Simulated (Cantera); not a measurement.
Charge: 1 mol Si, 0.73 mol Cl2, 14 mol H2, held at 0.133 bar.

Cantera equilibrium calculation (NASA polynomials, part measured and part estimated; ideal gas, pure solids and liquids). Candidate condensed phases: Si; 19 gas species. The numbers say what is thermodynamically allowed, not how fast it happens.

Over these rows the condensed part is Si(s). Partial pressures as log10 of bar:

```
T (K)  1000/T (1/K)  log p SiCl2  log p H2  log p SiCl4
-----  ------------  -----------  --------  -----------
673          1.4859        -8.46     -0.89        -2.64
773          1.2937        -6.86     -0.89        -2.64
873          1.1455        -5.63     -0.89        -2.64
973          1.0277            ?     -0.89        -2.68
1073         0.9320        -3.92     -0.89        -2.75
1173         0.8525        -3.36     -0.90        -2.93
```

### Question
Fit log p(SiCl2) = a + b·(1000/T) to the five rows, give the apparent enthalpy, and predict the row at 973 K.

### Answer
Means: 1000/T = 1.1419, log p = -5.646. Sxy = -2.176099, Sxx = 0.2692026, so b = -8.08 and a = -5.646 − (-8.08)×1.1419 = 3.58.
Apparent enthalpy: −19.145 × (-8.08) = 155 kJ/mol. With the condensed phases at unit activity, 1/2 Si(s) + 1/2 SiCl4(g) = SiCl2(g) links this pressure to the main gases: over the six rows their terms move log p by -0.15 in all, so the slope is close to that reaction's ΔH°. The five rows lie within 0.05 of the line.
Prediction at 973 K: 3.58 + (-8.08)×1.0277 = -4.72. The computed value is -4.67, 0.05 from the line.
